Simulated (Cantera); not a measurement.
**Stirred combustor or abatement burner**

A perfectly stirred reactor is fed with CH3OH : O2 : N2 = 1 : 1.07 : 4.03 (molar parts), at 5.80 bar; it is adiabatic with a 750 K inlet, and is followed from long to short residence time, starting on the burning branch (τ in s: 0.25, 0.088, 0.031, 0.011, 0.0038, 0.0013, 0.00047, 0.00017, 5.8e-05, 2.1e-05, 7.2e-06).

Computed with Cantera and GRI-Mech 3.0 (53 species, 325 reactions). GRI-Mech 3.0 was tuned for natural gas; its chemistry of methanol as a main component is partial and can be far from experiment.

```json
[
 {"τ (s)": "0.25", "T (K)": "2342", "x CH3OH": "1.22e-7", "x O2": "3.76e-5", "x H2": "0.0468", "x NO": "0.000180", "x CO": "0.0755", "x HCN": "1.06e-7"},
 {"τ (s)": "0.088", "T (K)": "2341", "x CH3OH": "3.32e-7", "x O2": "4.92e-5", "x H2": "0.0468", "x NO": "0.000183", "x CO": "0.0755", "x HCN": "2.21e-7"},
 {"τ (s)": "0.031", "T (K)": "2339", "x CH3OH": "8.52e-7", "x O2": "7.84e-5", "x H2": "0.0468", "x NO": "0.000189", "x CO": "0.0755", "x HCN": "4.43e-7"},
 {"τ (s)": "0.011", "T (K)": "2334", "x CH3OH": "1.99e-6", "x O2": "0.000145", "x H2": "0.0469", "x NO": "0.000196", "x CO": "0.0756", "x HCN": "7.47e-7"},
 {"τ (s)": "0.0038", "T (K)": "2324", "x CH3OH": "4.34e-6", "x O2": "0.000292", "x H2": "0.0470", "x NO": "0.000196", "x CO": "0.0756", "x HCN": "1.07e-6"},
 {"τ (s)": "0.0013", "T (K)": "2307", "x CH3OH": "8.99e-6", "x O2": "0.000603", "x H2": "0.0472", "x NO": "0.000187", "x CO": "0.0758", "x HCN": "1.46e-6"},
 {"τ (s)": "0.00047", "T (K)": "2282", "x CH3OH": "1.79e-5", "x O2": "0.00118", "x H2": "0.0476", "x NO": "0.000171", "x CO": "0.0761", "x HCN": "2.08e-6"},
 {"τ (s)": "0.00017", "T (K)": "2245", "x CH3OH": "3.67e-5", "x O2": "0.00225", "x H2": "0.0482", "x NO": "0.000149", "x CO": "0.0768", "x HCN": "3.18e-6"},
 {"τ (s)": "5.8e-5", "T (K)": "2193", "x CH3OH": "8.51e-5", "x O2": "0.00432", "x H2": "0.0492", "x NO": "0.000117", "x CO": "0.0786", "x HCN": "5.17e-6"},
 {"τ (s)": "2.1e-5", "T (K)": "2127", "x CH3OH": "0.000219", "x O2": "0.00836", "x H2": "0.0507", "x NO": "7.67e-5", "x CO": "0.0829", "x HCN": "7.92e-6"},
 {"τ (s)": "7.2e-6", "T (K)": "750", "x CH3OH": "0.164", "x O2": "0.175", "x H2": "<1e-12", "x NO": "<1e-12", "x CO": "<1e-12", "x HCN": "<1e-12"}
]
```
x: mole fraction; the columns are a selection and need not sum to one.
